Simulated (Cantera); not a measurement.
Charge: 1 mol SiC, 3.7 mol CO2, 930 mol N2, 0.83 mol N2O, held at 1523.15 K and 13.3 mbar.

Cantera equilibrium calculation (NASA polynomials, part measured and part estimated; ideal gas, pure solids and liquids). Candidate condensed phases: C, Si, SiC, SiO2, Si2N2O, Si3N4; 34 gas species. The tables hold silica as quartz up to 1696 K and as liquid above; real silica turns to tridymite and cristobalite and melts near 1996 K. Equilibrium is a limit: real reactors are often held back by kinetics, nucleation or transport.

Base state: N2 0.995, CO 0.00339, CO2 0.00164 (mole fractions); condensed: SiO2(β-quartz).

What changes in the equilibrium state with this change: SiC replaced by Si3N4?


| species | before | after |
|---|---|---|
| N2 | 0.995 | 0.995 |
| CO | 0.00339 | 0.00395 |
| SiO | 1.92e-7 | 0.00130 |
| CO2 | 0.00164 | 2.81e-7 |
| SiO2(β-quartz), mol | 1.000 | 1.61 |
| Si2N2O(s), mol | 0 | 0.0842 |
Mutual solubility and eutectic melting of coexisting phases are not modelled.
